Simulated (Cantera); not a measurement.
Mixture: 15.9 % CH₄, 17.6 % O₂, 66.5 % N₂, at 1.78 atm, adiabatic and at constant volume. Ignition delay is the time to a rise of 400 K.

Detailed kinetics in Cantera: GRI-Mech 3.0 (53 species, 325 reactions).

Predict: delay at 1250 K; delay at 1400 K; delay at 1550 K; delay at 1700 K; apparent activation energy between 1625 and 1775 K.


```
Quantity                                                 Value
--------------------------------------------------  ----------
delay at 1250 K                                        17.9 ms
delay at 1400 K                                        2.75 ms
delay at 1550 K                                       0.540 ms
delay at 1700 K                                       0.140 ms
apparent activation energy between 1625 and 1775 K  190 kJ/mol
```
